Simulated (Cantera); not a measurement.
## Sublimation and decomposition of ceramics: SiO₂ + Si + N₂ + C

A closed system holds: 1 mol SiO₂, 0.35 mol Si, 0.51 mol N₂, 0.93 mol C, held at 1.90e-5 bar.

Equilibrium computed with Cantera from the NASA thermochemical tables; the gas is ideal and each condensed phase is pure. Candidate condensed phases: C, Si, SiC, SiO₂, Si₂N₂O, Si₃N₄; 34 gas species. The tables' values for SiN are old estimates; treat these amounts as uncertain. The numbers say what is thermodynamically allowed, not how fast it happens.

```csv
T (°C),x SiO,x CO,x N₂,x Si,n SiC(s)
1475,0.457,0.319,0.198,0.0250,0.107
1575,0.385,0.333,0.183,0.0978,0
1675,0.384,0.333,0.183,0.100,0
1775,0.384,0.333,0.183,0.100,0
1875,0.384,0.333,0.183,0.100,0
1975,0.384,0.333,0.183,0.100,0
2075,0.384,0.333,0.183,0.100,0
2175,0.384,0.333,0.183,0.100,0
2275,0.383,0.333,0.183,0.100,0
2375,0.383,0.333,0.183,0.101,0
2475,0.383,0.333,0.183,0.101,0
2575,0.380,0.332,0.182,0.102,0
```
x: gas mole fraction; n: condensed amount in mol.

At 1475 °C the condensed part is SiC(s). From 1575 °C to 2575 °C nothing is condensed. The main Si-bearing gas is SiO throughout.
